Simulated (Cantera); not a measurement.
Tantalum, niobium, vanadium and zirconium in process gases: Ta + CO2 + H2 + H2O

Input: 1 mol Ta, 0.2 mol CO2, 280 mol H2, 1.4 mol H2O.

Cantera equilibrium calculation (NASA polynomials, part measured and part estimated; ideal gas, pure solids and liquids). Candidate condensed phases: C, C6H6, C7H8, C8H18, H2O, Ta, TaC, Ta2O5; 113 gas species. Mutual solubility and eutectic melting of coexisting phases are not modelled. TaC: taken at fixed stoichiometry. Condensed phases not in the tables: Ta2C, N, O or C dissolved in the metal. The numbers say what is thermodynamically allowed, not how fast it happens.

Problem. Map the stable condensed phases over T = 1048, 1248, 1448, 1648, 1848, 2048, 2248, 2448, 2648, 2848 K and P in Pa = 0.10, 1, 10, 100, 1000, 10000, 100000, 1000000.

Solution. 
```
T in K \ P in Pa
            0.10       1      10     100    1000   10000  100000 1000000
   2848        A       A       A       A       A       A       B       B
   2648        A       A       A       A       A       B       B       B
   2448        A       A       A       A       B       B       B       B
   2248        A       A       A       B       B       C       C       C
   2048        A       A       B       B       C       C       C       D
   1848        A       B       C       C       C       C       D       D
   1648        C       C       C       C       C       D       D       D
   1448        C       C       C       D       D       D       D       D
   1248        D       D       D       D       D       D       D       D
   1048        D       D       D       D       D       D       D       D
```
A: gas only; B: Ta; C: Ta + Ta2O5; D: Ta + TaC + Ta2O5.
